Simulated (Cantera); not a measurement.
Feed: 1 mol Al, 0.0043 mol O₂, 4.5 mol H₂, equilibrated at 1973 K and 0.0100 bar.

Method: chemical equilibrium by Gibbs-energy minimisation in Cantera with the NASA 1993 tables (ideal gas, pure condensed phases). Candidate condensed phases: Al, Al₂O₃, H₂O; 19 gas species. Equilibrium is a limit: real reactors are often held back by kinetics, nucleation or transport.

Base state: H₂ 0.808, Al 0.173, H 0.0121, AlH 0.00463, Al₂O 0.00156, Al₂ 0.000106 (mole fractions); condensed: gas only.

What changes in the equilibrium state with this change: temperature from 1973 K to 950 K?


| species | before | after |
|---|---|---|
| H₂ | 0.808 | 1.00 |
| H | 0.0121 | 5.56e-9 |
| AlH | 0.00463 | 2.46e-9 |
| Al | 0.173 | <1e-9 |
| Al₂O | 0.00156 | <1e-9 |
| Al₂ | 0.000106 | <1e-9 |
| Al(l), mol | 0 | 0.994 |
| Al₂O₃(s), mol | 0 | 0.00287 |
